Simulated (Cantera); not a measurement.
# Abatement and gas-phase synthesis: HF + SO₂ + H₂

Feed: 1 mol HF, 0.21 mol SO₂, 2.5 mol H₂, equilibrated at 1.00 bar.

These are equilibrium values from Cantera (NASA tables, ideal gas, pure condensed phases), not measurements of a reactor. Candidate condensed phases: H₂O, H₂SO₄, S; 43 gas species. Kinetics and transport are ignored.

| T (K) | x H₂ | x HF | x H₂O | x H₂S | x H | x SH | x S₂ |
|---|---|---|---|---|---|---|---|
| 2048 | 0.552 | 0.281 | 0.117 | 0.0299 | 0.00166 | 0.00615 | 0.0109 |
| 2123 | 0.554 | 0.280 | 0.116 | 0.0259 | 0.00267 | 0.00747 | 0.0118 |
| 2198 | 0.555 | 0.280 | 0.115 | 0.0223 | 0.00415 | 0.00883 | 0.0124 |
| 2273 | 0.555 | 0.279 | 0.114 | 0.0191 | 0.00626 | 0.0102 | 0.0126 |
| 2348 | 0.554 | 0.278 | 0.113 | 0.0163 | 0.00919 | 0.0115 | 0.0125 |
| 2423 | 0.553 | 0.276 | 0.111 | 0.0139 | 0.0132 | 0.0127 | 0.0121 |
| 2498 | 0.550 | 0.275 | 0.109 | 0.0117 | 0.0185 | 0.0137 | 0.0114 |
x: gas mole fraction; nothing condenses.

From 2048 K to 2498 K nothing is condensed.
